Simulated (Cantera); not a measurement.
An isothermal, constant-pressure homogeneous reactor starts with NO : N₂ = 1 : 0.12 (molar parts), at 1850 K and 39000 Pa.

Model: GRI-Mech 3.0 (53 species, 325 reactions), integrated in Cantera.

x: mole fraction; the columns are a selection and need not sum to one.

```json
[
 {"t (s)": "4.00e-6", "x NO": "0.893", "x O": "…", "x O₂": "2.11e-10", "x NO₂": "1.31e-8", "x N₂": "0.107", "x N₂O": "4.45e-7"},
 {"t (s)": "2.89e-5", "x NO": "0.893", "x O": "…", "x O₂": "9.96e-9", "x NO₂": "6.03e-7", "x N₂": "0.107", "x N₂O": "3.20e-6"},
 {"t (s)": "0.000209", "x NO": "0.893", "x O": "…", "x O₂": "3.86e-7", "x NO₂": "1.54e-5", "x N₂": "0.107", "x N₂O": "2.25e-5"},
 {"t (s)": "0.00151", "x NO": "0.892", "x O": "…", "x O₂": "2.61e-5", "x NO₂": "0.000139", "x N₂": "0.107", "x N₂O": "0.000133"},
 {"t (s)": "0.0110", "x NO": "0.890", "x O": "…", "x O₂": "0.000969", "x NO₂": "0.000278", "x N₂": "0.108", "x N₂O": "0.000322"},
 {"t (s)": "0.0792", "x NO": "0.874", "x O": "…", "x O₂": "0.00892", "x NO₂": "0.000356", "x N₂": "0.116", "x N₂O": "0.000315"},
 {"t (s)": "0.573", "x NO": "0.769", "x O": "…", "x O₂": "0.0615", "x NO₂": "0.000611", "x N₂": "0.169", "x N₂O": "0.000235"},
 {"t (s)": "4.15", "x NO": "0.363", "x O": "…", "x O₂": "0.264", "x NO₂": "0.000575", "x N₂": "0.372", "x N₂O": "4.91e-5"},
 {"t (s)": "30.0", "x NO": "0.0325", "x O": "…", "x O₂": "0.430", "x NO₂": "6.58e-5", "x N₂": "0.537", "x N₂O": "5.39e-7"}
]
```

**Question.** What belongs in the gaps?

**Answer.** 
- 4.00e-6, x O: 4.32e-7
- 2.89e-5, x O: 2.63e-6
- 0.000209, x O: 8.45e-6
- 0.00151, x O: 2.31e-5
- 0.0110, x O: 3.85e-5
- 0.0792, x O: 4.80e-5
- 0.573, x O: 8.59e-5
- 4.15, x O: 0.000162
- 30.0, x O: 0.000204
